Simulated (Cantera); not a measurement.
Input (Python, Cantera):

```python
import numpy as np
import cantera as ct

gas = ct.Solution("gri30.yaml")
gas.TPX = 1250, 100000, {'N2O': 1, 'H2O': 0.012}
reactor = ct.IdealGasConstPressureReactor(gas, energy="off", clone=False)
net = ct.ReactorNet([reactor])
net.rtol, net.atol = 1e-08, 1e-18
show = ['N2O', 'N2', 'O2', 'NO', 'O', 'NO2']
times = np.geomspace(5e-06, 5, 13)

steps = ct.SolutionArray(gas, extra=["t"])
rows = []
print(f"{'t/s':>10s}{'T/K':>9s}{'P/Pa':>11s}" + "".join(f"{s:>11s}" for s in show))
for t in times:
    while net.time < t:
        t_next = net.step()
        steps.append(gas.state, t=t_next)
    rows.append([np.interp(t, steps.t, y) for y in (steps.T, steps.P, *steps(*show).X.T)])
    print(f"{t:10.3e}{rows[-1][0]:9.1f}{rows[-1][1]:11.4g}" + "".join(f"{x:11.3e}" for x in rows[-1][2:]))
rate = np.gradient(steps.T, steps.t)
print("integrator steps:", len(steps.t))
if steps.T.max() > steps.T[0] + 200:
    print(f"time of steepest temperature rise: {steps.t[rate.argmax()]:.4e} s")
gas.TPX = 1250, 100000, {'N2O': 1, 'H2O': 0.012}
gas.equilibrate("TP")
print(f"equilibrium (TP): T = {gas.T:.1f} K  " + "  ".join(f"{s} {gas[s].X[0]:.3e}" for s in show))
```

Output:

```
       t/s      T/K       P/Pa        N2O         N2         O2         NO          O        NO2
 5.000e-06   1250.0      1e+05  9.881e-01  4.964e-06  1.192e-06  3.436e-07  2.390e-06  5.358e-13
 1.581e-05   1250.0      1e+05  9.881e-01  1.909e-05  7.155e-06  2.062e-06  3.629e-06  2.012e-11
 5.000e-05   1250.0      1e+05  9.880e-01  6.704e-05  2.925e-05  8.430e-06  3.791e-06  5.034e-10
 1.581e-04   1250.0      1e+05  9.878e-01  2.196e-04  9.959e-05  2.865e-05  3.786e-06  2.398e-08
 5.000e-04   1250.0      1e+05  9.870e-01  7.044e-04  3.228e-04  9.127e-05  3.771e-06  1.212e-06
 1.581e-03   1250.0      1e+05  9.846e-01  2.249e-03  1.035e-03  2.737e-04  3.752e-06  1.920e-05
 5.000e-03   1250.0      1e+05  9.769e-01  7.126e-03  3.276e-03  8.125e-04  3.689e-06  1.031e-04
 1.581e-02   1250.0      1e+05  9.531e-01  2.213e-02  1.022e-02  2.493e-03  3.540e-06  2.901e-04
 5.000e-02   1250.0      1e+05  8.838e-01  6.594e-02  3.072e-02  7.583e-03  3.359e-06  4.641e-04
 1.581e-01   1250.0      1e+05  7.078e-01  1.774e-01  8.318e-02  2.030e-02  3.070e-06  5.741e-04
 5.000e-01   1250.0      1e+05  3.922e-01  3.782e-01  1.783e-01  4.110e-02  2.388e-06  6.567e-04
 1.581e+00   1250.0      1e+05  1.015e-01  5.660e-01  2.688e-01  5.469e-02  1.078e-06  6.692e-04
 5.000e+00   1250.0      1e+05  5.250e-03  6.301e-01  3.007e-01  5.524e-02  1.099e-07  7.265e-04
integrator steps: 1382
equilibrium (TP): T = 1250.0 K  N2O 2.032e-08  N2 6.612e-01  O2 3.305e-01  NO 3.260e-04  O 4.005e-08  NO2 5.470e-06
```

Cantera simulation using GRI-Mech 3.0 (53 species, 325 reactions); the numbers are that mechanism's predictions, not measurements. GRI-Mech 3.0 was tuned for natural gas; its chemistry of N2O as a main component is partial and can be far from experiment. The mechanism lacks the step 2 NO + O2 → 2 NO2, which can matter for NO2 below about 1400 K. The temperature is held fixed by assumption; the heat of reaction is taken as removed at once.
